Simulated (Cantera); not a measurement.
Transport properties of process gases

Gas mixture: 71.7 % NH₃, 28.3 % H₂O, at 1330 Pa, frozen composition.

Cantera's kinetic-theory transport with the Lennard-Jones parameters of GRI-Mech 3.0, ideal gas; thermal conductivity in the multicomponent form. Polar gases are described roughly by these parameters. The composition is frozen, though it would react at the higher temperatures.

```
T (K)  ρ (kg/m³)  cp (J/kg/K)  μ (µPa s)  λ (mW/m/K)     Pr  D (cm²/s) NO  D (cm²/s) H  D (cm²/s) N₂
-----  ---------  -----------  ---------  ----------  -----  ------------  -----------  ------------
400      0.00694         2161       13.9        42.4  0.711          29.0          161          29.3
500      0.00555         2315       17.5        57.1  0.710          43.8          246          44.4
600      0.00463         2472       21.1        73.2  0.711          61.0          344          61.8
700      0.00396         2620       24.5        90.2  0.713          80.4          454          81.4
800      0.00347         2756       27.9         108  0.715           102          576           103
900      0.00308         2885       31.2         126  0.717           125          709           127
1000     0.00278         3017       34.4         144  0.718           150          853           152
1100     0.00252         3134       37.4         163  0.720           177         1010           179
1200     0.00231         3242       40.4         182  0.722           205         1170           208
```
D: mixture-averaged diffusion coefficient of that species in the mixture.
